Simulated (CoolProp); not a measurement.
Vapour-liquid equilibrium of carbon dioxide (1) + ethane (2) at -51.45 °C; x and y are mole fractions of (1).

Model: multi-fluid Helmholtz-energy mixture model, Span 1996 and Bücker 2006; pair parameters Kunz 2012, in CoolProp.

| x | bubble pressure (kPa) | y at the bubble point | dew pressure at overall composition x (kPa) | liquid density (mol/L) |
|---|---|---|---|---|
| 0.05 | 584.1 | ? | 544.8 | 16.63 |
| 0.15 | 681.6 | 0.314 | 591.5 | 17.09 |
| 0.25 | ? | 0.424 | 644.6 | 17.62 |
| 0.35 | 794.2 | 0.499 | 703.7 | 18.24 |
| 0.45 | 819.7 | 0.552 | 765.8 | 18.98 |
| 0.55 | ? | 0.593 | ? | 19.86 |
| 0.65 | ? | 0.630 | 830.6 | 20.90 |
| 0.75 | ? | ? | 787.4 | 22.15 |
| 0.85 | 796.5 | 0.733 | 728.0 | 23.63 |
| 0.95 | 720.2 | ? | 670.0 | 25.37 |

### Question
Complete the blanks.

### Answer

- 0.05, y at the bubble point: 0.135
- 0.25, bubble pressure (kPa): 750.0
- 0.55, bubble pressure (kPa): 831.7
- 0.55, dew pressure at overall composition x (kPa): 819.0
- 0.65, bubble pressure (kPa): 833.5
- 0.75, bubble pressure (kPa): 824.6
- 0.75, y at the bubble point: 0.671
- 0.95, y at the bubble point: 0.863

y crosses x between x = 0.55 and 0.65: the model has an azeotrope there.

The pair parameters rest on a limited set of measurements; away from them the model extrapolates.
